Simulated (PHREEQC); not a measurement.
A PHREEQC input (ion-association model, wateq4f.dat):

```
SOLUTION 1
  temp 20
  units mg/L
  pH 5.66
  pe 0.9
  Na 1.17
  K 0.0285
  Ca 2.02
  Mg 0.616
  Cl 1.66 charge
  Li 0.1 charge
  S(6) 0.0977 as SO4
  Alkalinity 9.93 as HCO3
  F 0.00964
END
USE solution 1
EQUILIBRIUM_PHASES 1
  Fluorite 0 0
  CO2(g) -3.4 10
END
```

It stops with these messages:

```
ERROR: Charge balance specified for more than one species.
ERROR: Program terminating due to input errors.
```

The fault: two constituents marked charge. The line should read `Cl 1.66` where the input has `Cl 1.66 charge / Li 0.1 charge`. With the mend the run ends at pH 7.39 and ionic strength 0.000284 mol/kgw.
